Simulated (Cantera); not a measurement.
A perfectly stirred reactor is fed with CH₄ : CO₂ : H₂ = 1 : 3 : 0.5 (molar parts), at 16500 Torr; it is held at 1798 K, and followed from long to short residence time.

Cantera simulation using GRI-Mech 3.0 (53 species, 325 reactions); the numbers are that mechanism's predictions, not measurements. The pressure lies above the range GRI-Mech 3.0 was tuned for (to about 10 atm).

Question: Predict: x(CH₄) at τ = 15.0 s; x(CO₂) at τ = 15.0 s; x(H₂) at τ = 15.0 s; x(CH₂O) at τ = 15.0 s; x(CH₄) at τ = 35.0 ms; x(CO₂) at τ = 35.0 ms; x(H₂) at τ = 35.0 ms; x(CH₂O) at τ = 35.0 ms.

Answer: 
```json
{
  "x(CH₄) at τ = 15.0 s": "0.000523",
  "x(CO₂) at τ = 15.0 s": "0.122",
  "x(H₂) at τ = 15.0 s": "0.198",
  "x(CH₂O) at τ = 15.0 s": "9.36e-7",
  "x(CH₄) at τ = 35.0 ms": "0.0240",
  "x(CO₂) at τ = 35.0 ms": "0.195",
  "x(H₂) at τ = 35.0 ms": "0.133",
  "x(CH₂O) at τ = 35.0 ms": "5.75e-6"
}
```
